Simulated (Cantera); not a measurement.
Low-pressure radical oxidation in H2/O2

An isothermal, constant-pressure homogeneous reactor starts with H2 : O2 = 1.1 : 1 (molar parts), at 975 K and 1330 Pa.

Computed with Cantera and GRI-Mech 3.0 (53 species, 325 reactions). Radical loss at walls, strong at low pressure, is not modelled. The temperature is held fixed by assumption; the heat of reaction is taken as removed at once.

| t (s) | x H2 | x O2 | x O | x H2O2 | x HO2 | x OH |
|---|---|---|---|---|---|---|
| 0.000800 | 0.524 | 0.476 | 1.15e-9 | 1.58e-12 | 1.07e-9 | 3.79e-10 |
| 0.00211 | 0.524 | 0.476 | 4.42e-7 | 5.18e-11 | 5.00e-8 | 1.45e-7 |
| 0.00558 | 0.0891 | 0.307 | 0.0311 | 3.46e-7 | 1.34e-5 | 0.00679 |
| 0.0147 | 0.0125 | 0.291 | 0.00534 | 1.20e-6 | 2.02e-5 | 0.00301 |
| 0.0389 | 0.00101 | 0.290 | 0.000296 | 1.21e-6 | 1.14e-5 | 0.000539 |
| 0.103 | 0.000117 | 0.290 | 3.10e-5 | 5.76e-7 | 2.88e-6 | 0.000172 |
| 0.271 | 1.47e-5 | 0.290 | 4.83e-6 | 2.25e-7 | 5.40e-7 | 7.06e-5 |
| 0.717 | 2.13e-6 | 0.290 | 1.02e-6 | 8.58e-8 | 1.15e-7 | 3.28e-5 |
| 1.89 | 4.28e-7 | 0.290 | 2.72e-7 | 3.37e-8 | 3.09e-8 | 1.69e-5 |
| 5.00 | 1.16e-7 | 0.290 | 8.49e-8 | 1.36e-8 | 9.87e-9 | 9.44e-6 |
x: mole fraction; the columns are a selection and need not sum to one.

Equilibrium at this temperature and pressure: H2 4.67e-10, O2 0.290, O 3.39e-10, H2O2 8.95e-11, HO2 7.13e-10, OH 5.94e-7 (gas phase only).
